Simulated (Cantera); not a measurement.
TEOS + NO (silicon oxide and oxynitride deposition)

A closed system holds: 1 mol TEOS, 14 mol NO, equilibrated at 2000 Pa.

Method: chemical equilibrium by Gibbs-energy minimisation in Cantera with the NASA 1993 tables (ideal gas, pure condensed phases). Candidate condensed phases: C, C6H6, C7H8, C8H18, H2O, Si, SiC, SiO2, Si2N2O, Si3N4; 151 gas species. The feed counts by its element totals alone. The tables hold silica as quartz up to 1696 K and as liquid above; real silica turns to tridymite and cristobalite and melts near 1996 K. Kinetics and transport are ignored.

```csv
T (°C),x N2,x CO,x H2O,x H2,x CO2,n SiO2(β-quartz),n SiO2(condensed)
1200,0.280,0.217,0.217,0.183,0.103,1.000,0
1250,0.280,0.220,0.220,0.180,0.100,1.000,0
1300,0.280,0.223,0.223,0.177,0.0971,1.000,0
1350,0.280,0.226,0.226,0.174,0.0943,1.000,0
1400,0.280,0.228,0.228,0.172,0.0918,1.000,0
1450,0.280,0.230,0.230,0.169,0.0894,0,1.000
1500,0.280,0.233,0.233,0.167,0.0873,0,0.999
```
x: gas mole fraction; n: condensed amount in mol.

From 1200 °C to 1400 °C the condensed part is SiO2(β-quartz). From 1450 °C to 1500 °C the condensed part is SiO2(condensed). The main Si-bearing gas is SiO throughout.
